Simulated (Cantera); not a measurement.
A freely propagating, adiabatic, planar premixed flame of 32.0 % H2, 13.3 % O2, 54.7 % N2, unburnt at 600 K and 42000 Pa; mixture-averaged transport, grid criteria slope 0.08 and curve 0.16, no radiation.

Model: the H2/O2 subset of GRI-Mech 3.0, which has no nitrogen chemistry, integrated in Cantera. Burning velocities carry a grid error of a few per cent, more on coarse grids.

Q: Predict: laminar burning velocity; thermal thickness; peak x(H2O2); peak x(OH); peak x(HO2).

A: 
```json
{
  "laminar_burning_velocity": "711 cm/s",
  "thermal_thickness": "1.49 mm",
  "peak x(H2O2)": "4.04e-6",
  "peak x(OH)": "0.0152",
  "peak x(HO2)": "0.000132"
}
```
